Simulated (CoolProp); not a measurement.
c-C4F8 (RC318) along the isotherm 500 K: density (kg/m³) from the reference equation and from simpler models built on Tc = 388.4 K, pc = 27.78 bar, ω = 0.355; each cubic takes its own stable root.

Values from CoolProp's reference Helmholtz-energy equation of state, Platzer 1990. This equation is an older, rougher fit.

```tsv
p (bar)	phase	reference
1.39	gas	6.732
2.78	gas	13.55
4.17	gas	20.46
5.56	gas	27.47
6.94	gas	34.51
8.33	gas	41.71
9.72	gas	49.01
11.1	gas	56.35
12.5	gas	63.90
13.9	gas	71.56
```

Q: How far does each simpler model (ideal gas, van der Waals, Redlich-Kwong, Soave-Redlich-Kwong, Peng-Robinson) lie from the reference over these 10 states: mean and median of the absolute difference, and the worst?

A: 
- ideal gas: mean 3.6 %, median 3.6 %, worst -6.5 % at 500 K and 13.9 bar
- van der Waals: mean 1.0 %, median 0.9 %, worst +1.9 % at 500 K and 13.9 bar
- Redlich-Kwong: mean 0.9 %, median 0.9 %, worst +1.7 % at 500 K and 13.9 bar
- Soave-Redlich-Kwong: mean 0.2 %, median 0.2 %, worst -0.4 % at 500 K and 13.9 bar
- Peng-Robinson: mean 0.6 %, median 0.6 %, worst +1.0 % at 500 K and 13.9 bar
